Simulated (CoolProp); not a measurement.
1000 sccm (0 °C, 1 atm) of nitrogen bubbles through liquid toluene at 311.7 K and leaves saturated at a total pressure of 0.15 MPa (ideal gas phase). Each further row changes one setting.

Values from CoolProp's reference Helmholtz-energy equation of state, Lemmon 2006. It is a short technical equation, of lower accuracy than the large ones.

```
case                      vapour pressure (kPa)  mole fraction of vapour  delivery (mg/min)  delivery (sccm)  change of delivery for a bath 1 K warmer (%)
------------------------  ---------------------  -----------------------  -----------------  ---------------  --------------------------------------------
as stated                                  7.38                        …                213             51.8                                           5.0
bath temperature 316.7 K                   9.27                   0.0618                  …                …                                           4.9
total pressure 0.3 MPa                     7.38                        …                  …                …                                           4.9
```

Fill in the missing entries.


- as stated, mole fraction of vapour: 0.0492
- bath temperature 316.7 K, delivery (mg/min): 271
- bath temperature 316.7 K, delivery (sccm): 65.9
- total pressure 0.3 MPa, mole fraction of vapour: 0.0246
- total pressure 0.3 MPa, delivery (mg/min): 104
- total pressure 0.3 MPa, delivery (sccm): 25.2
